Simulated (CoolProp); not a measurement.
A single-stage vapour-compression cycle with R134a: evaporating at 238.15 K (dew point), condensing at 262.15 K (bubble point), superheat 2 K, subcooling 0 K, compressor efficiency 0.6, no pressure losses. Each further row changes one setting.

The numbers come from the reference Helmholtz-energy equation of state, Tillner-Roth 1994 in CoolProp.

| case | cooling COP | pressure ratio | discharge temperature (K) | refrigerating effect (kJ/kg) | volumetric capacity (kJ/m³) |
|---|---|---|---|---|---|
| as stated | 5.44 | 2.91 | 288.2 | 193 | 674 |
| evaporating temperature 243.15 K | 7.14 | (withheld) | 282.6 | (withheld) | 861 |
| condensing temperature 257.15 K | 7.01 | (withheld) | 279.0 | 200 | 697 |
| subcooling 5 K | (withheld) | 2.91 | 288.2 | 200 | 697 |
| superheat 12 K | (withheld) | 2.91 | 299.1 | 201 | (withheld) |
| compressor efficiency 0.5 | 4.53 | 2.91 | 296.5 | 193 | 674 |

Problem. What belongs in the gaps?

Solution. 
- evaporating temperature 243.15 K, pressure ratio: 2.29
- evaporating temperature 243.15 K, refrigerating effect (kJ/kg): 197
- condensing temperature 257.15 K, pressure ratio: 2.38
- subcooling 5 K, cooling COP: 5.62
- superheat 12 K, cooling COP: 5.40
- superheat 12 K, volumetric capacity (kJ/m³): 670
